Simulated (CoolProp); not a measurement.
The fluoroketone C6F12O (FK-5-1-12) along the isotherm 76.05 °C: Z from the reference equation and from simpler models built on Tc = 168.7 °C, pc = 1869 kPa, ω = 0.471; each cubic takes its own stable root.

Model: reference Helmholtz-energy equation of state, McLinden 2015, in CoolProp.

```csv
p (kPa),phase,reference
623,liquid,0.04717
1250,liquid,0.09424
1870,liquid,0.1404
2490,liquid,0.1863
3120,liquid,0.2325
3740,liquid,0.2778
4360,liquid,0.3227
4980,liquid,0.3675
5610,liquid,0.4126
6230,liquid,0.4569
6850,liquid,0.5009
7480,liquid,0.5454
8100,liquid,0.5890
8720,liquid,0.6325
9350,liquid,0.6764
```

Problem. How far does each simpler model (van der Waals, Soave-Redlich-Kwong) lie from the reference over these 15 states: mean and median of the absolute difference, and the worst?

Solution. 
- van der Waals: mean 158.4 %, median 57.3 %, worst +1564.8 % at 76.05 °C and 623 kPa
- Soave-Redlich-Kwong: mean 8.2 %, median 8.0 %, worst +10.5 % at 76.05 °C and 623 kPa

At some of these states van der Waals gives the other phase, because its saturation line lies elsewhere.
